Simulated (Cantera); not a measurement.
## Pyrogenic steam for wet oxidation

An isothermal, constant-pressure homogeneous reactor starts with 44.7 % H₂, 27.9 % O₂, 27.4 % N₂, equivalence ratio 0.80, at 948 K and 0.898 atm.

Computed with Cantera and the H2/O2 subset of GRI-Mech 3.0, which has no nitrogen chemistry. Below about 950 K walls govern HO2 and H2O2 in real vessels. The temperature is held fixed by assumption; the heat of reaction is taken as removed at once.

```json
[
 {"t (s)": "1.00e-5", "x H₂": "0.447", "x O₂": "0.279", "x H": "1.33e-10", "x HO₂": "3.43e-10", "x H₂O₂": "<1e-12", "x O": "1.53e-11"},
 {"t (s)": "5.99e-5", "x H₂": "0.447", "x O₂": "0.279", "x H": "5.35e-10", "x HO₂": "5.32e-9", "x H₂O₂": "1.99e-11", "x O": "6.83e-11"},
 {"t (s)": "0.000359", "x H₂": "0.447", "x O₂": "0.279", "x H": "1.19e-9", "x HO₂": "7.13e-8", "x H₂O₂": "1.71e-9", "x O": "1.54e-10"},
 {"t (s)": "0.00215", "x H₂": "0.447", "x O₂": "0.279", "x H": "1.60e-8", "x HO₂": "2.18e-6", "x H₂O₂": "2.27e-7", "x O": "2.07e-9"},
 {"t (s)": "0.0129", "x H₂": "0.383", "x O₂": "0.250", "x H": "3.41e-7", "x HO₂": "6.12e-5", "x H₂O₂": "0.000436", "x O": "4.56e-8"},
 {"t (s)": "0.0774", "x H₂": "0.358", "x O₂": "0.237", "x H": "1.09e-6", "x HO₂": "0.000113", "x H₂O₂": "0.00190", "x O": "1.44e-7"},
 {"t (s)": "0.464", "x H₂": "0.204", "x O₂": "0.166", "x H": "5.05e-7", "x HO₂": "9.39e-5", "x H₂O₂": "0.00130", "x O": "7.97e-8"},
 {"t (s)": "2.78", "x H₂": "0.00555", "x O₂": "0.0745", "x H": "1.66e-8", "x HO₂": "1.52e-5", "x H₂O₂": "2.96e-5", "x O": "1.83e-8"},
 {"t (s)": "16.7", "x H₂": "8.56e-5", "x O₂": "0.0720", "x H": "3.28e-11", "x HO₂": "5.88e-7", "x H₂O₂": "4.93e-8", "x O": "7.29e-11"},
 {"t (s)": "100", "x H₂": "2.86e-8", "x O₂": "0.0719", "x H": "<1e-12", "x HO₂": "2.58e-9", "x H₂O₂": "3.30e-11", "x O": "<1e-12"}
]
```
x: mole fraction; the columns are a selection and need not sum to one.

Equilibrium at this temperature and pressure: H₂ 3.86e-11, O₂ 0.0719, H <1e-12, HO₂ 4.06e-10, H₂O₂ 2.06e-10, O 8.41e-12 (gas phase only).
